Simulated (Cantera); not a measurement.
Charge: 1 mol SiH₄, 0.19 mol C₂H₄, 15 mol H₂, held at 7.50 Torr.

Cantera equilibrium calculation (NASA polynomials, part measured and part estimated; ideal gas, pure solids and liquids). Candidate condensed phases: C, C₆H₆, C₇H₈, C₈H₁₈, Si, SiC; 87 gas species. Mutual solubility and eutectic melting of coexisting phases are not modelled. Gases not in the tables: Si₂H₆ and higher silanes. Equilibrium is a limit: real reactors are often held back by kinetics, nucleation or transport. All values below are at 1825 K.

Base state: H₂ 0.995, H 0.00439, Si 0.000455, SiH 4.82e-5, SiH₂ 3.54e-5 (mole fractions); condensed: Si(l) + SiC(s).

Task: What changes in the equilibrium state with this change: pressure from 7.50 Torr to 82.5 Torr?

Result: 
```json
[
 {"species": "H₂", "before": "0.995", "after": "0.999"},
 {"species": "H", "before": "0.00439", "after": "0.00133"},
 {"species": "Si", "before": "0.000455", "after": "4.13e-5"},
 {"species": "SiH", "before": "4.82e-5", "after": "1.46e-5"},
 {"species": "SiH₂", "before": "3.54e-5", "after": "3.56e-5"},
 {"species": "Si(l), mol", "before": "0.610", "after": "0.618"},
 {"species": "SiC(s), mol", "before": "0.380", "after": "0.380"}
]
```
